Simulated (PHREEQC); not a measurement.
0.012 g of hydrous ferric oxide (600 m²/g; 0.2 weak and 0.005 strong sites per Fe, Dzombak-Morel constants, diffuse double layer) in 1 kg of water with 0.005 mol/kgw of an inert sodium salt and 6.8e-08 mol Na2SO4 and 1.3e-05 mol MnCl2, at 25 °C; the pH is set by adding NaOH or the inert anion's acid. The system is closed to oxygen. CO2 from the air is kept out. Nothing may precipitate in this run.

Base run: PHREEQC, ion-association model, wateq4f.dat. Each further column changes one thing. The table gives S sorbed (%).

| pH | base | no electrostatic term (-no_edl) | background salt from 0.005 to 0.0005 mol/kgw | oxide from 0.012 to 0.06 g/kgw | 6.1e-06 mol/kgw NaF added |
|---|---|---|---|---|---|
| 3 | 99.9 | 0.0 | 100.0 | 100.0 | 99.9 |
| 4.33 | 99.3 | 0.0 | 99.9 | 99.9 | 98.8 |
| 5 | 95.5 | 0.0 | 98.8 | ___ | ___ |
| 6.33 | 16.6 | 0.0 | 26.6 | 50.0 | 15.8 |
| 7.67 | 0.1 | 0.0 | 0.1 | ___ | 0.1 |
| 9 | 0.0 | 0.0 | 0.0 | 0.0 | 0.0 |
| 9.67 | 0.0 | 0.0 | 0.0 | 0.0 | 0.0 |
| 11 | 0.0 | 0.0 | 0.0 | 0.0 | 0.0 |

Task: Some entries are withheld; supply them.

Result: 
- 5, oxide from 0.012 to 0.06 g/kgw: 99.1
- 5, 6.1e-06 mol/kgw NaF added: 93.7
- 7.67, oxide from 0.012 to 0.06 g/kgw: 0.5

The oxide is taken as insoluble; below pH 4 it would dissolve. In at least one series the solution becomes supersaturated in solids that the run did not let form, among them Pyrochroite.
